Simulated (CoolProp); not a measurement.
Vapour-liquid equilibrium of propane (1) + dimethyl ether (2) at 0.021 MPa; x and y are mole fractions of (1).

Model: multi-fluid Helmholtz-energy mixture model, Lemmon 2009 and Wu 2011; pair parameters Bell 2016, in CoolProp.

| x | bubble temperature, mixture model (K) | bubble temperature, Raoult's law (K) | y, mixture model | y, Raoult's law |
|---|---|---|---|---|
| 0.05 | 213.8 | 216.1 | 0.230 | 0.119 |
| 0.2 | 207.8 | 212.7 | 0.543 | 0.398 |
| 0.35 | 204.9 | 209.8 | 0.669 | 0.594 |
| 0.5 | 203.3 | 207.2 | 0.742 | 0.736 |
| 0.65 | 202.2 | 205.0 | 0.802 | 0.841 |
| 0.8 | 201.3 | 203.0 | 0.867 | 0.921 |
| 0.95 | 200.8 | 201.2 | 0.959 | 0.983 |

The largest gap from Raoult's law is -4.9 K in bubble temperature, at x = 0.35. No azeotrope shows between x = 0.05 and 0.95.

The pair parameters rest on a limited set of measurements; away from them the model extrapolates.
